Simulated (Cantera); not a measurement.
A closed system holds: 1 mol C2F6, 0.11 mol H2, 0.21 mol F2, at 1698 K and 0.00770 bar.

Cantera equilibrium calculation (NASA polynomials, part measured and part estimated; ideal gas, pure solids and liquids). Candidate condensed phases: C, C6H6, C7H8, C8H18; 95 gas species. The feed counts by its element totals alone. Gases not in the tables: C2F6 and larger saturated fluorocarbons. The numbers say what is thermodynamically allowed, not how fast it happens.

Base state: CF4 0.868, HF 0.124, CF2 0.00614, F 0.00141, CF3 0.000791 (mole fractions); condensed: C(graphite).

What changes in the equilibrium state with this change: pressure from 0.00770 bar to 0.000720 bar?


```
species             before    after
----------------  --------  -------
CF4                  0.868    0.848
HF                   0.124    0.122
CF2                0.00614   0.0198
F                  0.00141  0.00832
CF3               0.000791  0.00141
C(graphite), mol     0.445    0.435
```
